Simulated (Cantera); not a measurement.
A perfectly stirred reactor is fed with 4.12 % C2H4, 20.0 % O2, 73.8 % N2, 2.10 % CO2, equivalence ratio 0.62, at 6.42 atm; it is adiabatic with a 650 K inlet, and is followed from long to short residence time, starting on the burning branch (τ in s: 0.036, 0.021, 0.013, 0.0073, 0.0043, 0.0025, 0.0015, 0.00087, 0.00051, 0.0003, 0.00017, 0.0001, 6e-05).

Computed with Cantera and GRI-Mech 3.0 (53 species, 325 reactions). GRI-Mech 3.0 was tuned for natural gas; its chemistry of ethylene as a main component is partial and can be far from experiment.

One state of this run: T (K) = 1995; x C2H4 = 8.42e-5; x O2 = 0.0791; x CO2 = 0.0930; x H2O = 0.0783; x O = 0.00174; x H2 = 0.000929. x: mole fraction; the columns are a selection and need not sum to one.

Task: Which value of τ (s) does it belong to?
(A) 0.00017
(B) 0.00087
(C) 0.00010
(D) 0.036

Result: A, 0.00017
